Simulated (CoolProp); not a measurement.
Saturated liquid density (kg/m³) of R123: the reference equation beside estimates from Tc = 456.8 K, pc = 3.662 MPa, ω = 0.282.

Model: reference Helmholtz-energy equation of state, Younglove 1994, in CoolProp. It is a modified Benedict-Webb-Rubin equation, recast in Helmholtz form.

```tsv
T (K)	reference	van der Waals	Redlich-Kwong	Peng-Robinson
245.2	1592	946.3	1401	1622
258.2	1562	929.8	1374	1596
271.2	1531	912.7	1345	1568
284.1	1499	895.0	1314	1539
297.1	1467	876.4	1281	1507
310.1	1433	856.8	1247	1472
323.1	1398	836.2	1211	1434
336.1	1362	814.4	1172	1393
349.1	1324	791.3	1130	1348
362	1284	766.8	1086	1299
375	1241	740.2	1038	1245
```

Absolute difference from the reference over all 11 rows, mean and median: van der Waals 40.3 and 40.3 %, Redlich-Kwong 13.4 and 13.0 %, Peng-Robinson 2.1 and 2.3 %.
